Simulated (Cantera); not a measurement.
Input: 1 mol Al(CH₃)₃, 450 mol NH₃, 19 mol H₂, at 1477 °C and 10.0 mbar.

These are equilibrium values from Cantera (NASA tables, ideal gas, pure condensed phases), not measurements of a reactor. Candidate condensed phases: Al, AlN, C, C₆H₆, C₇H₈, C₈H₁₈; 97 gas species. The feed counts by its element totals alone. Kinetics and transport are ignored.

Q: What is the equilibrium state?

A: 
```json
{
  "x(H₂)": "0.754",
  "x(N₂)": "0.242",
  "x(HCN)": "0.00204",
  "x(H)": "0.00202",
  "x(Al)": "0.000182",
  "x(C₂H₂ (acetylene))": "8.66e-5",
  "x(HNC)": "6.90e-5",
  "x(AlH)": "8.28e-6",
  "x(CH₄)": "5.19e-6",
  "n(AlN(s))": "0.824 mol",
  "n(C(graphite))": "0.885 mol",
  "gas_amount": "924.2 mol",
  "log10 activity of Al(l) (absent)": "-2.39"
}
```
